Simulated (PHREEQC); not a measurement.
0.14 g of hydrous ferric oxide (600 m²/g; 0.2 weak and 0.005 strong sites per Fe, Dzombak-Morel constants, diffuse double layer) in 1 kg of water with 0.1 mol/kgw of an inert sodium salt and 0.0011 mmol/kgw CuSO4, at 25 °C; the pH is set by adding NaOH or the inert anion's acid. Oxygen is held at 0.21 atm. CO2 from the air is kept out. No solid was allowed to form.

Model: ion-association model, wateq4f.dat, run in PHREEQC.

Predict surface charge σ (C/m²), surface potential ψ (mV) at pH = 10.5, 11.5.


```json
[
 {"pH": "10.5", "surface charge σ (C/m²)": "-0.136", "surface potential ψ (mV)": "-103"},
 {"pH": "11.5", "surface charge σ (C/m²)": "-0.248", "surface potential ψ (mV)": "-132"}
]
```

The database's constant for dissolved Cu(OH)2 is higher than later reviews accept.
